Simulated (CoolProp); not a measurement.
Model: reference Helmholtz-energy equation of state, Bücker 2006, in CoolProp.

Q: For ethane, give the phase and the cv (kJ/(kg K)) at -53.45 °C and 0.0373 MPa; -53.45 °C and 0.0603 MPa; -53.45 °C and 2.8 MPa.

A: 
- -53.45 °C and 0.0373 MPa: gas; cv 1.19
- -53.45 °C and 0.0603 MPa: gas; cv 1.19
- -53.45 °C and 2.8 MPa: liquid; cv 1.47
